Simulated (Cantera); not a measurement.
Cantera run, input and output.

```python
import numpy as np
import cantera as ct

gas = ct.Solution("h2o2.yaml")
gas.TPX = 1350, 13332, {'H2': 1.2, 'O2': 1, 'N2': 2.2}
reactor = ct.IdealGasConstPressureReactor(gas, energy="off", clone=False)
net = ct.ReactorNet([reactor])
net.rtol, net.atol = 1e-08, 1e-18
show = ['H2', 'O2', 'H', 'OH', 'O']
times = np.geomspace(3e-06, 20, 11)

steps = ct.SolutionArray(gas, extra=["t"])
rows = []
print(f"{'t/s':>10s}{'T/K':>9s}{'P/Pa':>11s}" + "".join(f"{s:>11s}" for s in show))
for t in times:
    while net.time < t:
        t_next = net.step()
        steps.append(gas.state, t=t_next)
    rows.append([np.interp(t, steps.t, y) for y in (steps.T, steps.P, *steps(*show).X.T)])
    print(f"{t:10.3e}{rows[-1][0]:9.1f}{rows[-1][1]:11.4g}" + "".join(f"{x:11.3e}" for x in rows[-1][2:]))
rate = np.gradient(steps.T, steps.t)
print("integrator steps:", len(steps.t))
if steps.T.max() > steps.T[0] + 200:
    print(f"time of steepest temperature rise: {steps.t[rate.argmax()]:.4e} s")
gas.TPX = 1350, 13332, {'H2': 1.2, 'O2': 1, 'N2': 2.2}
gas.equilibrate("TP")
print(f"equilibrium (TP): T = {gas.T:.1f} K  " + "  ".join(f"{s} {gas[s].X[0]:.3e}" for s in show))
```

Output:

```
       t/s      T/K       P/Pa         H2         O2          H         OH          O
 3.000e-06   1350.0  1.333e+04  2.727e-01  2.273e-01  2.104e-08  1.809e-09  2.249e-09
 1.444e-05   1350.0  1.333e+04  2.727e-01  2.273e-01  2.072e-07  2.901e-08  4.096e-08
 6.949e-05   1350.0  1.333e+04  2.723e-01  2.271e-01  2.440e-04  3.608e-05  5.153e-05
 3.344e-04   1350.0  1.333e+04  2.756e-02  1.124e-01  7.637e-02  1.058e-02  2.769e-02
 1.609e-03   1350.0  1.333e+04  5.531e-03  1.052e-01  4.628e-03  4.468e-03  3.712e-03
 7.746e-03   1350.0  1.333e+04  1.851e-04  1.051e-01  2.641e-05  8.003e-04  1.175e-04
 3.728e-02   1350.0  1.333e+04  1.193e-05  1.052e-01  4.667e-07  2.106e-04  8.057e-06
 1.794e-01   1350.0  1.333e+04  1.681e-06  1.052e-01  2.585e-08  8.036e-05  1.174e-06
 8.635e-01   1350.0  1.333e+04  5.814e-07  1.053e-01  5.320e-09  4.697e-05  4.017e-07
 4.156e+00   1350.0  1.333e+04  5.477e-07  1.053e-01  4.863e-09  4.552e-05  3.774e-07
 2.000e+01   1350.0  1.333e+04  5.477e-07  1.053e-01  4.863e-09  4.552e-05  3.774e-07
integrator steps: 1922
equilibrium (TP): T = 1350.0 K  H2 5.477e-07  O2 1.053e-01  H 4.863e-09  OH 4.552e-05  O 3.774e-07
```

Computed with Cantera and the H2/O2 subset of GRI-Mech 3.0, which has no nitrogen chemistry. The temperature is held fixed by assumption; the heat of reaction is taken as removed at once.
